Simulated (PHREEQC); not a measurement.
Synthetic water in mg/L, 25 °C, pH 6.79, pe 8.2:

```
constituent             mg/L
------------------  --------
Na                     0.153
K                     0.0558
Ca                     0.352
Mg                    0.0468
Cl                     0.325
S(6) as SO4            0.563
Alkalinity as HCO3     0.479
Si as SiO2          0.000533
Pb                     0.126
```

Cl is adjusted to close the charge balance.
Valence states are taken as typed.

All values are PHREEQC results (ion-association model, phreeqc.dat), not measurements.

Each row changes one thing in this solution. Precipitation was switched off in this run.

```csv
case,HCO3- (mol/kgw),CO2 (mol/kgw),Pb+2 (mol/kgw),PbOH+ (mol/kgw),PbCO3 (mol/kgw),PbHCO3+ (mol/kgw),SI of Pb(OH)2 (Pb(OH)2),SI of Anglesite (PbSO4)
as made,7.84e-6,2.84e-6,5.22e-7,6.13e-8,1.98e-8,3.15e-9,-0.87,-3.75
pH from 6.79 to 7.79 at the same alkalinity,6.74e-6,2.44e-7,2.40e-7,2.82e-7,7.81e-8,1.24e-9,+0.80,-4.09
temperature from 25 to 35 °C at the same typed pH,?,2.55e-6,5.19e-7,6.09e-8,2.32e-8,?,-0.54,-3.81
```

Fill in the missing entries.


- temperature from 25 to 35 °C at the same typed pH, HCO3- (mol/kgw): 7.77e-6
- temperature from 25 to 35 °C at the same typed pH, PbHCO3+ (mol/kgw): 3.10e-9

Some of these states are supersaturated (in Pb(OH)2, for instance).
